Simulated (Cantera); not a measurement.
**Premixed flame**

A freely propagating, adiabatic, planar premixed flame of CH4 : H2 : O2 : N2 = 1 : 0.95 : 2.06 : 7.22 (molar parts), unburnt at 575 K and 0.133 bar; mixture-averaged transport, grid criteria slope 0.08 and curve 0.16, no radiation.

Cantera simulation using GRI-Mech 3.0 (53 species, 325 reactions); the numbers are that mechanism's predictions, not measurements. Burning velocities carry a grid error of a few per cent, more on coarse grids.

```
z (mm)  T (K)  u (m/s)     x CH4    x H2    x O2  x NO2    x HCN     x HO2
------  -----  -------  --------  ------  ------  -----  -------  --------
-4.82     575     2.84    0.0890  0.0846   0.183  <1e-8    <1e-8   9.94e-7
-3.21     576     2.84    0.0891  0.0844   0.183  <1e-8    <1e-8   1.29e-5
-2.41     579     2.86    0.0890  0.0842   0.183  <1e-8    <1e-8   3.78e-5
-1.61     618     3.05    0.0878  0.0834   0.182  <1e-8    <1e-8   5.37e-5
-0.803    919     4.57    0.0722  0.0820   0.164  <1e-8  2.81e-7   4.40e-5
-0.401   1316     6.62    0.0430  0.0799   0.126  <1e-8  1.28e-6  0.000117
0        1712     8.73    0.0128  0.0719  0.0750  <1e-8  3.74e-6   9.44e-5
0.401    1903     9.76   0.00174  0.0580  0.0390  <1e-8  5.01e-6   1.63e-5
0.803    1951     10.0  0.000139  0.0482  0.0226  <1e-8  3.52e-6   2.17e-6
1.61     1971     10.1   6.62e-7  0.0435  0.0138  <1e-8  1.09e-6   8.59e-7
3.21     1988     10.2     <1e-8  0.0443  0.0117  <1e-8  1.19e-7   7.35e-7
6.42     2009     10.2     <1e-8  0.0447  0.0109  <1e-8    <1e-8   6.84e-7
12.8     2042     10.4     <1e-8  0.0442  0.0101  <1e-8    <1e-8   6.33e-7
```
x: mole fraction of selected species; z is measured from the peak of heat release.

| Item | Result |
|---|---|
| laminar burning velocity | 284 cm/s |
| thermal thickness | 1.61 mm |
| peak x(HCN) | 5.06e-6 |
| peak x(HO2) | 0.000134 |
| grid points | 165 |
